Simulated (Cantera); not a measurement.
Input: 1 mol AlBr₃, 0.27 mol NH₃, 20 mol H₂, held at 0.100 bar.

Equilibrium computed with Cantera from the NASA thermochemical tables; the gas is ideal and each condensed phase is pure. Candidate condensed phases: Al, AlBr₃, AlN, Br₂; 19 gas species. Rates play no part.

### Question
What share of the Al ends up in condensed phases as a function of T (°C), at 777, 877, 977, 1077, 1177, 1277, 1377, 1477, 1577, 1677?

### Answer
```
T (°C)  Al condensed (%)      as
------  ----------------  ------
777                 26.6  AlN(s)
877                 26.4  AlN(s)
977                 26.3  AlN(s)
1077                26.0  AlN(s)
1177                25.1  AlN(s)
1277                20.4  AlN(s)
1377                 0.8  AlN(s)
1477                 0.0       -
1577                 0.0       -
1677                 0.0       -
```
